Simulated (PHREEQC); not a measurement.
A column of 0.2 m (40 cells, dispersivity 0.01 m, 720 s a shift, diffusion coefficient 3e-10 m²/s) holds 0.0075 eq of the database's cation exchanger X per kg of pore water, first in equilibrium with 0.00082 mol/kgw BaCl2 and 1e-05 mol/kgw HCl. It is flushed with 4.3 mmol/kgw KCl, 0.11 mmol/kgw PbCl2, 1.9 mmol/kgw SrCl2 and 0.01 mmol/kgw HCl, at 25 °C. Values are for the last cell. No CO2 enters from the air. Precipitation was switched off in this run.

Base run: PHREEQC, ion-association model, phreeqc.dat. Each further column changes one thing. The table gives Sr in solution (mol/kgw).

| pore volumes | base | exchange capacity from 0.0075 to 0.0037 eq/kgw | dispersivity from 0.01 to 0.02 m |
|---|---|---|---|
| 0 | 0 | 0 | 0 |
| 0.3875 | 0 | 1.07e-14 | 9.42e-14 |
| 0.7625 | 8.38e-9 | 1.62e-6 | 1.15e-6 |
| 1.137 | 1.50e-5 | 0.000179 | 6.78e-5 |
| 1.512 | 0.000152 | 0.000716 | 0.000298 |
| 1.887 | 0.000436 | 0.00123 | 0.000606 |
| 2.138 | 0.000669 | 0.00147 | 0.000810 |
| 2.513 | 0.00102 | 0.00170 | 0.00108 |
| 2.888 | 0.00132 | 0.00181 | 0.00130 |
| 3.263 | 0.00154 | 0.00186 | 0.00148 |
| 3.638 | 0.00169 | 0.00189 | 0.00160 |
| 4.013 | 0.00178 | 0.00189 | 0.00170 |
